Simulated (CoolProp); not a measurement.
A single-stage vapour-compression cycle with the fluid: evaporating at 242.15 K (dew point), condensing at 266.15 K (bubble point), superheat 0 K, subcooling 0 K, compressor efficiency 0.75, no pressure losses. The same conditions are run with several fluids, on thermodynamics alone (safety and materials aside).

Values from CoolProp's reference Helmholtz-energy equation of state of each fluid (R1336mzz(E): Akasaka 2023; propane: Lemmon 2009; sulfur hexafluoride: Guder 2009; n-perfluorobutane: Gao 2022; C2F6 (R116): Lemmon 2006; n-butane: Bücker 2006).

| fluid | cooling COP | pressure ratio | discharge temperature (K) | refrigerating effect (kJ/kg) | volumetric capacity (kJ/m³) |
|---|---|---|---|---|---|
| R1336mzz(E) | 6.84 | 3.50 | 270.9 | 144 | 180 |
| propane | 6.89 | 2.36 | 280.3 | 357 | 1330 |
| sulfur hexafluoride | 6.34 | 2.16 | 270.6 | 79.5 | 3100 |
| n-perfluorobutane | 6.46 | 3.11 | 266.1 | 80.7 | 258 |
| C2F6 (R116) | 5.65 | 2.07 | 269.1 | 63.4 | 3920 |
| n-butane | 7.00 | 2.93 | 276.9 | 358 | 282 |

The compression ends wet for: n-perfluorobutane.
